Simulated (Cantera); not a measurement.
Input: 1 mol Si₃N₄, 0.54 mol N₂, held at 2727 °C and 3.20 mbar.

Cantera equilibrium calculation (NASA polynomials, part measured and part estimated; ideal gas, pure solids and liquids). Candidate condensed phases: Si, Si₃N₄; 7 gas species. The tables' values for SiN are old estimates; treat these amounts as uncertain. The numbers say what is thermodynamically allowed, not how fast it happens.

Base state: Si 0.540, N₂ 0.458, SiN 0.00112, Si₂ 0.000428, N 0.000167, Si₂N 1.20e-5 (mole fractions); condensed: gas only.

### Question
What changes in the equilibrium state with this change: pressure from 3.20 mbar to 2.10 Pa?

### Answer
| species | before | after |
|---|---|---|
| Si | 0.540 | 0.541 |
| N₂ | 0.458 | 0.457 |
| N | 0.000167 | 0.00205 |
| SiN | 0.00112 | 9.05e-5 |
| Si₂N | 1.20e-5 | 6.39e-9 |
| Si₂ | 0.000428 | 2.82e-6 |
